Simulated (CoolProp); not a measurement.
Vapour-liquid equilibrium of benzene (1) + m-xylene (2) at 76.05 °C; x and y are mole fractions of (1).

The numbers come from the multi-fluid Helmholtz-energy mixture model, Thol 2012 and Zhou 2012; pair parameters Bell 2016 in CoolProp.

Task: Give the bubble pressure and the first vapour's composition at x = 0.35, 0.65, 0.8. Is there an azeotrope?

Result: x = 0.35: 0.03967 MPa, y = 0.782; x = 0.65: 0.06227 MPa, y = 0.923; x = 0.8: 0.07380 MPa, y = 0.963. No azeotrope shows between x = 0.05 and 0.95.

The pair parameters rest on a limited set of measurements; away from them the model extrapolates. The gap from Raoult's law changes sign with composition, which may be real or a fault of the pair parameters; it wasn't checked against measurements.
